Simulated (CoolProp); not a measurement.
Vapour-liquid equilibrium of R22 (1) + n-hexane (2) at 0.038 MPa; x and y are mole fractions of (1).

The numbers come from the multi-fluid Helmholtz-energy mixture model, Kamei 1995 and Thol 2019; pair parameters Bell 2016 in CoolProp.

| x | bubble temperature (°C) | y at the bubble point | dew temperature at overall composition x (°C) | liquid density (mol/L) |
|---|---|---|---|---|
| 0.05 | -5.9 | (withheld) | 39.2 | 8.128 |
| 0.2 | -40.0 | 0.990 | 34.8 | 9.232 |
| 0.35 | -49.1 | 0.996 | 29.8 | 10.22 |
| 0.5 | (withheld) | 0.997 | (withheld) | 11.32 |
| 0.65 | -55.0 | 0.998 | 15.9 | 12.60 |
| 0.8 | -56.8 | 0.999 | 4.7 | 14.16 |
| 0.95 | -58.9 | 1.000 | -18.9 | 16.14 |

Q: Some entries are withheld; supply them.

A: 
- 0.05, y at the bubble point: 0.888
- 0.5, bubble temperature (°C): -52.9
- 0.5, dew temperature at overall composition x (°C): 23.7

No azeotrope shows between x = 0.05 and 0.95.

Pair parameters are fitted to limited data, so mixtures are less certain than the pure fluids. With so large a gap from Raoult's law the liquid may split in two, which this calculation doesn't test in full.
